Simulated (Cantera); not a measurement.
An adiabatic, constant-volume homogeneous reactor starts with H₂ : O₂ : N₂ = 1 : 0.602 : 2.27 (molar parts), at 1125 K and 1500 Torr.

Detailed kinetics in Cantera: the H2/O2 subset of GRI-Mech 3.0, which has no nitrogen chemistry.

Task: Predict: time of steepest temperature rise; temperature at 1.00 s; equilibrium temperature; x(H₂) at 1.00 s; x(O₂) at 1.00 s; x(H₂O₂) at 1.00 s; x(O) at 1.00 s; x(OH) at 1.00 s.

Result: 
| Item | Result |
|---|---|
| time of steepest temperature rise | 44.6 µs |
| temperature at 1.00 s | 2918 K |
| equilibrium temperature | 2918 K |
| x(H₂) at 1.00 s | 0.0219 (gas-phase equilibrium 0.0219) |
| x(O₂) at 1.00 s | 0.0316 (gas-phase equilibrium 0.0316) |
| x(H₂O₂) at 1.00 s | 1.44e-6 (gas-phase equilibrium 1.44e-6) |
| x(O) at 1.00 s | 0.00703 (gas-phase equilibrium 0.00703) |
| x(OH) at 1.00 s | 0.0295 (gas-phase equilibrium 0.0295) |
